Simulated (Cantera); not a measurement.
A perfectly stirred reactor is fed with CH4 : N2 = 1 : 3 (molar parts), at 300 Pa; it is held at 1475 K, and followed from long to short residence time.

Model: GRI-Mech 3.0 (53 species, 325 reactions), integrated in Cantera. GRI-Mech 3.0 stops at C3 and has no aromatics, soot or wall deposition, so with more carbon than oxygen in the feed, carbon stays in small species such as C2H2 where larger ones or solid carbon would form. Radical loss at walls, strong at low pressure, is not modelled.

### Question
What does this change do: pressure from 300 Pa to 42000 Pa?

### Answer
| quantity | before | after |
|---|---|---|
| x(CH4) at τ = 7.90 s | 0.185 | 0.0869 |
| x(H) at τ = 7.90 s | 1.28e-5 | 5.70e-6 |
| x(HCN) at τ = 7.90 s | 6.04e-9 | 4.98e-9 |
| x(H2) at τ = 7.90 s | 0.0758 | 0.194 |
| x(CH2) at τ = 7.90 s | 6.72e-8 | 1.19e-9 |
| x(CH4) at τ = 0.190 s | 0.250 | 0.227 |
| x(H) at τ = 0.190 s | 2.59e-8 | 9.10e-7 |
| x(HCN) at τ = 0.190 s | <1e-12 | 8.63e-11 |
| x(H2) at τ = 0.190 s | 6.47e-5 | 0.0259 |
| x(CH2) at τ = 0.190 s | 1.03e-9 | 3.83e-9 |
